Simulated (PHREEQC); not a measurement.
Synthetic water in mg/L, 25 °C, pH 7.74, pe 1.7: Na 15.6; K 81.1; Ca 121; Mg 58.4; Cl 228; S(6) as SO4 293; Alkalinity as HCO3 81.2; F 5.7; N(-3) as NH4 0.133; Fe(2) 2.87.

Valence states are taken as typed.

Computed with PHREEQC (ion-association model, phreeqc.dat).

This is a speciation only: nothing precipitates in the calculation.

**Question.** Predict the ionic strength.

**Answer.** ionic strength 0.0193 mol/kgw.

**Question.** In which forms is Ca present?

**Answer.** Ca+2 87 %, CaSO4 12 %, CaHCO3+ 0.8 % of the Ca.

The solution is supersaturated, for example in Fluorite, Siderite, so a real one may precipitate; this is no full list. Fluoro complexes past AlF4- and FeF3 are missing from the database.
